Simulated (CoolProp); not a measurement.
CH3F (R41) at 298.15 K and 7.34 MPa is throttled through a valve to 4.24 MPa with no heat exchange. Each further row changes one setting.

The numbers come from the reference Helmholtz-energy equation of state, Lemmon 2006 in CoolProp. It is a short technical equation, of lower accuracy than the large ones.

```csv
case,temperature change (K),final phase,final density (kg/m³)
as stated,?,liquid,?
outlet pressure 1.27 MPa,?,"two-phase, vapour fraction 0.273",?
outlet pressure 5.51 MPa,?,liquid,?
```

### Question
Complete the blanks.

### Answer

- as stated, temperature change (K): -2.3
- as stated, final density (kg/m³): 595
- outlet pressure 1.27 MPa, temperature change (K): -41.5
- outlet pressure 1.27 MPa, final density (kg/m³): 85.5
- outlet pressure 5.51 MPa, temperature change (K): -1.3
- outlet pressure 5.51 MPa, final density (kg/m³): 604
